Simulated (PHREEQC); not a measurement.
Make-up at 20 °C: 0.0037 mol CuCl2 and 0.002 mol HCl per kg of water. Closed to the air; pH follows from the charge balance.

The numbers come from PHREEQC with the ion-association model, phreeqc.dat.

This is a speciation only: nothing precipitates in the calculation.

Task: Estimate the pH, specific conductance.

Result: pH 2.74; specific conductance 1460 µS/cm.

Task: In which forms is Cu present?

Result: Cu+2 99 %, CuCl+ 1.3 % of the Cu.

Species that the database lacks are ignored.
